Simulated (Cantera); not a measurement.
An adiabatic, constant-volume homogeneous reactor starts with 10.6 % CH4, 17.7 % O2, 66.3 % N2, 5.40 % CO2, equivalence ratio 1.2, at 1525 K and 5.23 atm.

Detailed kinetics in Cantera: GRI-Mech 3.0 (53 species, 325 reactions).

Question: Predict: time of steepest temperature rise; temperature at 3.00 s; equilibrium temperature; x(O2) at 3.00 s; x(CO2) at 3.00 s; x(NO) at 3.00 s.

Answer: 
```
Property                                                            Result
---------------------------------  ---------------------------------------
time of steepest temperature rise                                 0.279 ms
temperature at 3.00 s                                               2985 K
equilibrium temperature                                             2985 K
x(O2) at 3.00 s                    0.00859 (gas-phase equilibrium 0.00859)
x(CO2) at 3.00 s                     0.0741 (gas-phase equilibrium 0.0741)
x(NO) at 3.00 s                    0.00844 (gas-phase equilibrium 0.00844)
```
